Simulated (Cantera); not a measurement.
## Ignition delay

Mixture: CO : H2 : O2 : N2 = 1 : 1.2 : 1.83 : 9.17 (molar parts), at 7.60 bar, adiabatic and at constant pressure. Ignition delay is the time to a rise of 400 K.

Computed with Cantera and GRI-Mech 3.0 (53 species, 325 reactions). The hydrogen kinetics of GRI-Mech 3.0 are dated; newer H2 mechanisms differ, most at raised pressure. Where the delays flatten at high temperature, the 400 K rule measures the pace of heat release, not the induction time.

| T0 (K) | delay (ms) |
|---|---|
| 1173 | 0.0536 |
| 1248 | 0.0135 |
| 1323 | 0.00730 |
| 1398 | 0.00499 |
| 1473 | 0.00383 |
| 1548 | 0.00318 |
